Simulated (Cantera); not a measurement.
Premixed flame

A freely propagating, adiabatic, planar premixed flame of H₂ : O₂ : N₂ = 1 : 0.208 : 0.783 (molar parts), unburnt at 675 K and 760 Torr; mixture-averaged transport, grid criteria slope 0.08 and curve 0.16, no radiation.

Computed with Cantera and the H2/O2 subset of GRI-Mech 3.0, which has no nitrogen chemistry. Burning velocities carry a grid error of a few per cent, more on coarse grids.

```tsv
z (mm)	T (K)	u (m/s)	x H₂	x O₂	x H₂O	x OH	x H₂O₂	x HO₂
-1.44	675	10.7	0.502	0.104	<1e-8	<1e-8	<1e-8	<1e-8
-0.962	675	10.7	0.502	0.104	<1e-8	<1e-8	<1e-8	<1e-8
-0.722	675	10.7	0.502	0.104	<1e-8	<1e-8	<1e-8	2.42e-8
-0.481	675	10.7	0.502	0.104	2.82e-7	<1e-8	<1e-8	2.18e-6
-0.241	698	11.0	0.499	0.104	0.00127	6.50e-5	1.94e-6	0.000188
-0.120	872	13.5	0.471	0.0986	0.0176	0.000449	3.38e-6	0.000128
0	1236	18.7	0.371	0.0621	0.0958	0.00191	1.28e-6	5.73e-5
0.120	1493	22.4	0.285	0.0141	0.189	0.00306	6.28e-7	1.29e-5
0.241	1601	23.9	0.269	0.00224	0.214	0.00313	3.72e-7	1.96e-6
0.481	1707	25.3	0.275	0.000349	0.219	0.00339	2.59e-7	3.12e-7
0.962	1820	26.7	0.285	0.000210	0.221	0.00348	1.60e-7	1.90e-7
1.92	1932	28.1	0.295	0.000132	0.224	0.00323	8.76e-8	1.25e-7
3.85	2030	29.3	0.305	7.11e-5	0.226	0.00269	4.45e-8	7.39e-8
```
x: mole fraction of selected species; z is measured from the peak of heat release.

- laminar burning velocity: 1070 cm/s
- thermal thickness: 0.481 mm
- peak x(OH): 0.00349
- peak x(H₂O₂): 3.73e-6
- peak x(HO₂): 0.000192
- grid points: 139
